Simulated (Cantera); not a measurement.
A perfectly stirred reactor is fed with H2 : O2 : N2 = 1 : 0.685 : 2.58 (molar parts), at 9.87 atm; it is adiabatic with a 475 K inlet, and is followed from long to short residence time, starting on the burning branch (τ in s: 0.098, 0.042, 0.018, 0.0075, 0.0032, 0.0014, 0.00058, 0.00025, 0.00011, 4.5e-05, 1.9e-05, 8.2e-06).

Model: GRI-Mech 3.0 (53 species, 325 reactions), integrated in Cantera. The hydrogen kinetics of GRI-Mech 3.0 are dated; newer H2 mechanisms differ, most at raised pressure.

Question: Predict: blow-out, bracketed by the residence times tried; x(H2) at τ = 98.0 ms; x(O2) at τ = 98.0 ms; x(H) at τ = 98.0 ms; x(O) at τ = 98.0 ms; x(H2O2) at τ = 98.0 ms; x(H2) at τ = 0.580 ms; x(O2) at τ = 0.580 ms; x(H) at τ = 0.580 ms; x(O) at τ = 0.580 ms; x(H2O2) at τ = 0.580 ms.

Answer: 
| Quantity | Result |
|---|---|
| blow-out, bracketed by the residence times tried | burning at 8.20 µs, the shortest tried |
| x(H2) at τ = 98.0 ms | 0.000466 |
| x(O2) at τ = 98.0 ms | 0.0468 |
| x(H) at τ = 98.0 ms | 4.03e-5 |
| x(O) at τ = 98.0 ms | 0.000194 |
| x(H2O2) at τ = 98.0 ms | 6.23e-7 |
| x(H2) at τ = 0.580 ms | 0.00143 |
| x(O2) at τ = 0.580 ms | 0.0483 |
| x(H) at τ = 0.580 ms | 0.000166 |
| x(O) at τ = 0.580 ms | 0.000438 |
| x(H2O2) at τ = 0.580 ms | 9.11e-7 |
